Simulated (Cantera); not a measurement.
A perfectly stirred reactor is fed with CH4 : CO2 = 1 : 0.34 (molar parts), at 3750 Torr; it is held at 2125 K, and followed from long to short residence time.

Detailed kinetics in Cantera: GRI-Mech 3.0 (53 species, 325 reactions). GRI-Mech 3.0 stops at C3 and has no aromatics, soot or wall deposition, so with more carbon than oxygen in the feed, carbon stays in small species such as C2H2 where larger ones or solid carbon would form.

x: mole fraction; the columns are a selection and need not sum to one.

```json
[
 {"τ (s)": "29", "x CH4": "0.00633", "x CO2": "1.79e-6", "x OH": "4.52e-9", "x H2O": "1.75e-5", "x C2H": "6.93e-6"},
 {"τ (s)": "10", "x CH4": "0.00635", "x CO2": "4.35e-6", "x OH": "1.05e-8", "x H2O": "4.07e-5", "x C2H": "6.93e-6"},
 {"τ (s)": "3.6", "x CH4": "0.00641", "x CO2": "1.13e-5", "x OH": "2.68e-8", "x H2O": "0.000104", "x C2H": "6.93e-6"},
 {"τ (s)": "1.3", "x CH4": "0.00657", "x CO2": "3.05e-5", "x OH": "7.15e-8", "x H2O": "0.000277", "x C2H": "6.93e-6"},
 {"τ (s)": "0.44", "x CH4": "0.00704", "x CO2": "8.87e-5", "x OH": "2.07e-7", "x H2O": "0.000801", "x C2H": "6.95e-6"},
 {"τ (s)": "0.16", "x CH4": "0.00814", "x CO2": "0.000239", "x OH": "5.56e-7", "x H2O": "0.00215", "x C2H": "6.98e-6"},
 {"τ (s)": "0.054", "x CH4": "0.0108", "x CO2": "0.000679", "x OH": "1.56e-6", "x H2O": "0.00600", "x C2H": "7.10e-6"},
 {"τ (s)": "0.019", "x CH4": "?", "x CO2": "?", "x OH": "?", "x H2O": "?", "x C2H": "7.39e-6"},
 {"τ (s)": "0.0067", "x CH4": "0.0242", "x CO2": "0.00414", "x OH": "8.54e-6", "x H2O": "0.0322", "x C2H": "8.01e-6"},
 {"τ (s)": "0.0023", "x CH4": "?", "x CO2": "?", "x OH": "?", "x H2O": "?", "x C2H": "?"}
]
```

Q: Some entries are withheld; supply them.

A: 
- 0.019, x CH4: 0.0157
- 0.019, x CO2: 0.00175
- 0.019, x OH: 3.89e-6
- 0.019, x H2O: 0.0149
- 0.0023, x CH4: 0.0384
- 0.0023, x CO2: 0.00924
- 0.0023, x OH: 1.58e-5
- 0.0023, x H2O: 0.0583
- 0.0023, x C2H: 8.98e-6
